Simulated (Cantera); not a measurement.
An isothermal, constant-pressure homogeneous reactor starts with NO : N₂ = 1 : 0.19 (molar parts), at 1800 K and 0.0691 atm. Integrator tolerance rtol = 1e-08.

Detailed kinetics in Cantera: GRI-Mech 3.0 (53 species, 325 reactions).

| quantity | before | after |
|---|---|---|
| x(NO) at 40.0 s | 0.273 (gas-phase equilibrium 0.00504) | 0.217 (gas-phase equilibrium 0.00427) |
| x(O₂) at 40.0 s | 0.283 (gas-phase equilibrium 0.417) | 0.118 (gas-phase equilibrium 0.225) |
| x(N₂O) at 40.0 s | 2.30e-5 (gas-phase equilibrium 6.55e-8) | 1.60e-5 (gas-phase equilibrium 6.42e-8) |
| x(N₂) at 40.0 s | 0.443 (gas-phase equilibrium 0.577) | 0.664 (gas-phase equilibrium 0.771) |
| x(NO₂) at 40.0 s | 0.000209 (gas-phase equilibrium 4.70e-6) | 0.000108 (gas-phase equilibrium 2.93e-6) |
| x(O) at 40.0 s | 0.000250 (gas-phase equilibrium 0.000299) | 0.000163 (gas-phase equilibrium 0.000219) |

**Question.** Name the change that produced these shifts.
(A) pressure from 0.0691 atm to 0.0263 atm
(B) N2 0.19 to 1.2 parts
(C) pressure from 0.0691 atm to 0.0464 atm
(D) temperature 1800 to 1425 K

**Answer.** B, N2 0.19 to 1.2 parts
